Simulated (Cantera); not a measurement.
Charge: 1 mol MgCO3, 0.21 mol H2S, 2.8 mol H2O, held at 998.15 K and 1 atm.

Method: chemical equilibrium by Gibbs-energy minimisation in Cantera with the NASA 1993 tables (ideal gas, pure condensed phases). Candidate condensed phases: C, C6H6, C7H8, C8H18, H2O, H2SO4, Mg, MgCO3, MgO, Mg(OH)2, MgS, MgSO4, S; 130 gas species. Gases not in the tables: S3 to S7. Equilibrium is a limit: real reactors are often held back by kinetics, nucleation or transport.

Base state: H2O 0.693, CO2 0.246, H2S 0.0462, H2 0.00834, SO2 0.00239, CO 0.00205, S2 0.00158, COS 0.000358 (mole fractions); condensed: MgO(s).

**Question.** What changes in the equilibrium state with this change: temperature from 998.15 K to 1723.15 K?

**Answer.** 
| species | before | after |
|---|---|---|
| H2O | 0.693 | 0.649 |
| CO2 | 0.246 | 0.176 |
| H2 | 0.00834 | 0.0650 |
| CO | 0.00205 | 0.0621 |
| SO2 | 0.00239 | 0.0401 |
| H2S | 0.0462 | 0.00411 |
| H | <1e-9 | 4.63e-5 |
| OH | <1e-9 | 2.53e-5 |
| S | <1e-9 | 1.71e-5 |
| SO | 6.23e-7 | 0.00127 |
| SH | 2.92e-6 | 0.000395 |
| MgO(s), mol | 1.00 | 1.000 |
